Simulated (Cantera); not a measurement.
Cantera run:

```python
import numpy as np
import cantera as ct

gas_names = """
    CL CL2 Cs CsCL Cs2 Cs2CL2 H HCL H2 N NH NH2 NH3 N2 N2H2 N2H4
""".split()
cond_names = """
    Cs(cr) Cs(L) CsCL(a) CsCL(b) CsCL(L) NH4CL(a) NH4CL(b)
""".split()


# ... load() reads the species with a 1 bar reference pressure and builds the phases ...
atoms = {
    'CsCl': {'Cs': 1, 'CL': 1},
    'H2': {'H': 2},
    'N2': {'N': 2},
}
top_T = {}  # K; cautious upper limits of use, not melting points


# ... equilibrate(T, P, feed) seeds the gas with the atoms and calls Mixture.equilibrate('TP', solver="vcs", rtol=1e-11, max_steps=5000) ...
results = []
T = 1823.15  # K
P = 0.31  # Pa
for m in [2.7, 5.4, 11, 22, 44, 88, 180, 350]:
    feed = {'CsCl': 1, 'H2': 29, 'N2': m}  # mol
    mix = equilibrate(T, P, feed)
    results.append((T, P, feed, dict(zip(mix.species_names, mix.species_moles))))

top = {s: max(r[3][s] / sum(r[3][g] for g in gas_names) for r in results) for s in gas_names}
cols = sorted((s for s in top if top[s] > 1e-06), key=lambda s: -top[s])[:5]
seen = [c for c in cond_names if any(r[3].get(c, 0) > 1e-12 for r in results)]
print("log10 of partial pressures in bar; condensed amounts in mol")
print(f"{'n(N2)':>10s}" + "".join(f"{s[:9]:>10s}" for s in cols + seen))
for T, P, feed, n in results:
    ng = sum(n[g] for g in gas_names)
    print(f"{feed['N2']:10.4g}" + "".join(f"{np.log10(max(n[s] / ng * P / 1e5, 1e-99)):10.3f}" for s in cols)
          + "".join(f"{n.get(c, 0):10.4g}" for c in seen))
```

Output:

```
log10 of partial pressures in bar; condensed amounts in mol
     n(N2)        N2        H2         H        Cs       HCL
       2.7    -6.643    -5.676    -6.201    -7.294    -7.383
       5.4    -6.374    -5.711    -6.218    -7.321    -7.414
        11    -6.125    -5.775    -6.250    -7.372    -7.470
        22    -5.922    -5.881    -6.303    -7.454    -7.564
        44    -5.767    -6.041    -6.383    -7.579    -7.708
        88    -5.661    -6.258    -6.492    -7.747    -7.907
       180    -5.593    -6.537    -6.631    -7.960    -8.167
       350    -5.557    -6.837    -6.781    -8.184    -8.456
```

Method: chemical equilibrium by Gibbs-energy minimisation in Cantera with the NASA 1993 tables (ideal gas, pure condensed phases).
